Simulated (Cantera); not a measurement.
# Equilibrium for silicon epitaxy and polysilicon growth: SiH2Cl2 + Cl2 + H2

A closed system holds: 1 mol SiH2Cl2, 0.055 mol Cl2, 41 mol H2, held at 925 K and 34.0 mbar.

Equilibrium computed with Cantera from the NASA thermochemical tables; the gas is ideal and each condensed phase is pure. Candidate condensed phases: Si; 19 gas species. The tables' values for SiCl3 are old estimates; treat these amounts as uncertain. Kinetics and transport are ignored.

The x(H2) comes out as 0.981 and the x(SiCl4) comes out as 0.00758. The x(HCl) comes out as 0.00735, the x(SiHCl3) comes out as 0.00367 and the x(SiH2Cl2) comes out as 0.000175. The x(SiCl3) is 0.000123, the x(SiCl2) is 7.95e-5 and the x(SiH3Cl) is 2.06e-6. The n(Si(s)) is 0.505 mol. The gas amount comes out as 42.57 mol.
